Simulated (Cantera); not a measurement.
Charge: 1 mol Ta(OEt)5, 0.14 mol O2, 4.4 mol CO2, equilibrated at 4.30 Pa.

Cantera equilibrium calculation (NASA polynomials, part measured and part estimated; ideal gas, pure solids and liquids). Candidate condensed phases: C, C6H6, C7H8, C8H18, H2O, Ta, TaC, Ta2O5; 113 gas species. The feed counts by its element totals alone. Mutual solubility and eutectic melting of coexisting phases are not modelled. TaC: taken at fixed stoichiometry. Condensed phases not in the tables: Ta2C, N, O or C dissolved in the metal. Kinetics and transport are ignored.

Over these rows the condensed part is Ta(s) + TaC(s). Partial pressures as log10 of bar:

| T (K) | 1000/T (1/K) | log p H2O | log p CO | log p H2 | log p H |
|---|---|---|---|---|---|
| 1673 | 0.5977 | -8.22 | -4.65 | -4.70 | -6.29 |
| 1773 | 0.5640 | -8.72 | -4.65 | -4.71 | -5.90 |
| 1873 | 0.5339 | -9.18 | -4.66 | -4.74 | -5.56 |
| 1973 | 0.5068 | -9.63 | -4.67 | -4.79 | -5.26 |
| 2073 | 0.4824 | ? | -4.69 | -4.88 | -5.02 |
| 2173 | 0.4602 | -10.59 | -4.72 | -5.03 | -4.83 |

Problem. Fit log p(H2O) = a + b·(1000/T) to the five rows, give the apparent enthalpy, and predict the row at 2073 K.

Solution. Means: 1000/T = 0.5325, log p = -9.268. Sxy = 0.190599, Sxx = 0.0111330, so b = 17.12 and a = -9.268 − (17.12)×0.5325 = -18.38.
Apparent enthalpy: −19.145 × (17.12) = -328 kJ/mol. With the condensed phases at unit activity, Ta(s) + CO(g) + H2(g) = H2O(g) + TaC(s) links this pressure to the main gases: over the six rows their terms move log p by -0.40 in all, so the slope isn't that reaction's ΔH° alone. The five rows lie within 0.09 of the line.
Prediction at 2073 K: -18.38 + (17.12)×0.4824 = -10.12. The computed value is -10.09, 0.03 from the line.
